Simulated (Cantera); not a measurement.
# Adiabatic ignition

An adiabatic, constant-volume homogeneous reactor starts with C3H8 : O2 : N2 = 1 : 13.9 : 52.2 (molar parts), at 1250 K and 1950 Torr.

Detailed kinetics in Cantera: GRI-Mech 3.0 (53 species, 325 reactions). GRI-Mech 3.0 was tuned for natural gas; its chemistry of propane as a main component is partial and can be far from experiment.

```json
[
 {"t (s)": "1.00e-6", "T (K)": "1250", "P (bar)": "2.60", "x C3H8": "0.0149", "x O2": "0.207", "x CH3": "3.55e-7", "x CH2CO": "<1e-12", "x C2H2": "<1e-12"},
 {"t (s)": "3.16e-6", "T (K)": "1250", "P (bar)": "2.60", "x C3H8": "0.0149", "x O2": "0.207", "x CH3": "1.25e-6", "x CH2CO": "<1e-12", "x C2H2": "<1e-12"},
 {"t (s)": "1.00e-5", "T (K)": "1250", "P (bar)": "2.60", "x C3H8": "0.0149", "x O2": "0.207", "x CH3": "4.33e-6", "x CH2CO": "2.52e-11", "x C2H2": "2.90e-12"},
 {"t (s)": "3.16e-5", "T (K)": "1250", "P (bar)": "2.60", "x C3H8": "0.0149", "x O2": "0.207", "x CH3": "1.49e-5", "x CH2CO": "9.08e-10", "x C2H2": "7.92e-11"},
 {"t (s)": "0.000100", "T (K)": "1250", "P (bar)": "2.60", "x C3H8": "0.0148", "x O2": "0.207", "x CH3": "4.90e-5", "x CH2CO": "6.64e-8", "x C2H2": "4.93e-9"},
 {"t (s)": "0.000316", "T (K)": "1251", "P (bar)": "2.60", "x C3H8": "0.0143", "x O2": "0.207", "x CH3": "6.10e-5", "x CH2CO": "1.86e-6", "x C2H2": "1.34e-7"},
 {"t (s)": "0.00100", "T (K)": "1262", "P (bar)": "2.64", "x C3H8": "0.0113", "x O2": "0.204", "x CH3": "0.000103", "x CH2CO": "6.89e-5", "x C2H2": "4.75e-6"},
 {"t (s)": "0.00316", "T (K)": "2259", "P (bar)": "4.78", "x C3H8": "<1e-12", "x O2": "0.130", "x CH3": "<1e-12", "x CH2CO": "<1e-12", "x C2H2": "<1e-12"},
 {"t (s)": "0.0100", "T (K)": "2257", "P (bar)": "4.77", "x C3H8": "<1e-12", "x O2": "0.129", "x CH3": "<1e-12", "x CH2CO": "<1e-12", "x C2H2": "<1e-12"},
 {"t (s)": "0.0316", "T (K)": "2250", "P (bar)": "4.76", "x C3H8": "<1e-12", "x O2": "0.128", "x CH3": "<1e-12", "x CH2CO": "<1e-12", "x C2H2": "<1e-12"},
 {"t (s)": "0.100", "T (K)": "2238", "P (bar)": "4.73", "x C3H8": "<1e-12", "x O2": "0.126", "x CH3": "<1e-12", "x CH2CO": "<1e-12", "x C2H2": "<1e-12"},
 {"t (s)": "0.316", "T (K)": "2233", "P (bar)": "4.72", "x C3H8": "<1e-12", "x O2": "0.125", "x CH3": "<1e-12", "x CH2CO": "<1e-12", "x C2H2": "<1e-12"},
 {"t (s)": "1.00", "T (K)": "2232", "P (bar)": "4.72", "x C3H8": "<1e-12", "x O2": "0.125", "x CH3": "<1e-12", "x CH2CO": "<1e-12", "x C2H2": "<1e-12"}
]
```
x: mole fraction; the columns are a selection and need not sum to one.

The time of steepest temperature rise is 1.22 ms and the temperature at 1.00 s is 2232 K. The equilibrium temperature is 2232 K, the x(C3H8) at 1.00 s is <1e-12 (gas-phase equilibrium <1e-12) and the x(O2) at 1.00 s comes out as 0.125 (gas-phase equilibrium 0.125). The x(CH3) at 1.00 s is <1e-12 (gas-phase equilibrium <1e-12).
